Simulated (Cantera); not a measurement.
What does this Cantera script print?

```python
import numpy as np
import cantera as ct

gas_names = """
    Fe FeO Fe(OH)2 H HO2 H2 H2O H2O2 H2S H2SO4 O OH O2 O3 S SH SO SO2 SO3 S2 S2O S8
""".split()
cond_names = """
    Fe(a) Fe(c) Fe(d) Fe(L) FeO(s) FeO(L) Fe(OH)2(s) Fe(OH)3(s) FeS(a) FeS(b) FeS(c) FeS(L) FeSO4(s)
    FeS2(s) Fe2O3(s) Fe2S3O12(s) Fe3O4(s) H2O(s) H2O(L) H2SO4(L) S(cr1) S(cr2) S(L)
""".split()


# ... load() reads the species with a 1 bar reference pressure and builds the phases ...
atoms = {
    'FeS': {'Fe': 1, 'S': 1},
    'SO2': {'S': 1, 'O': 2},
    'H2O': {'H': 2, 'O': 1},
}
top_T = {'FeSO4(s)': 950, 'FeS2(s)': 1010, 'Fe2O3(s)': 1830, 'Fe2S3O12(s)': 1100, 'Fe3O4(s)': 1870}  # K; cautious upper limits of use, not melting points


# ... equilibrate(T, P, feed) seeds the gas with the atoms and calls Mixture.equilibrate('TP', solver="vcs", rtol=1e-11, max_steps=5000) ...
results = []
feed = {'FeS': 1, 'SO2': 0.088, 'H2O': 9.7}  # mol
P = 1600000  # Pa
for T in [848, 948, 1048, 1148, 1248, 1348, 1448, 1548, 1648]:
    mix = equilibrate(T, P, feed)
    results.append((T, P, feed, dict(zip(mix.species_names, mix.species_moles))))

top = {s: max(r[3][s] / sum(r[3][g] for g in gas_names) for r in results) for s in gas_names}
cols = sorted((s for s in top if top[s] > 0.0001), key=lambda s: -top[s])[:6]
seen = [c for c in cond_names if any(r[3].get(c, 0) > 1e-12 for r in results)]
print("log10 of partial pressures in bar; condensed amounts in mol")
print(f"{'T/K':>10s}" + "".join(f"{s[:9]:>10s}" for s in cols + seen))
for T, P, feed, n in results:
    ng = sum(n[g] for g in gas_names)
    print(f"{T:10.4g}" + "".join(f"{np.log10(max(n[s] / ng * P / 1e5, 1e-99)):10.3f}" for s in cols)
          + "".join(f"{n.get(c, 0):10.4g}" for c in seen))
```

It prints:

```
log10 of partial pressures in bar; condensed amounts in mol
       T/K       H2O        H2       H2S       SO2        S2        SH    FeO(s)    FeS(c)    FeS(L)   FeS2(s)  Fe3O4(s)
       848     1.195    -2.074    -0.580    -1.228    -2.957    -6.301         0    0.7058         0   0.09245   0.06726
       948     1.192    -1.673    -0.517    -0.932    -2.469    -5.371         0    0.8264         0         0   0.05787
      1048     1.190    -1.276    -0.482    -0.914    -2.247    -4.670         0    0.8047         0         0   0.06511
      1148     1.187    -0.955    -0.449    -0.874    -2.042    -4.083         0     0.777         0         0   0.07433
      1248     1.183    -0.692    -0.420    -0.812    -1.848    -3.583         0    0.7418         0         0   0.08607
      1348     1.178    -0.477    -0.394    -0.736    -1.665    -3.153         0    0.6982         0         0    0.1006
      1448     1.167    -0.309    -0.311    -0.565    -1.350    -2.713    0.4434    0.5566         0         0         0
      1548     1.157    -0.152    -0.277    -0.488    -1.175    -2.374    0.5348         0     0.465         0         0
      1648     1.146    -0.021    -0.260    -0.414    -1.031    -2.085     0.629         0    0.3705         0         0
```

These are equilibrium values from Cantera (NASA tables, ideal gas, pure condensed phases), not measurements of a reactor. Metal and sulfide melt together well below either melting point, which pure phases cannot show. Mutual solubility and eutectic melting of coexisting phases are not modelled. The tables' stoichiometric FeO is somewhat more stable than real wüstite, so its field is too wide. FeO, FeS: taken at fixed stoichiometry. Gases not in the tables: S3 to S7.
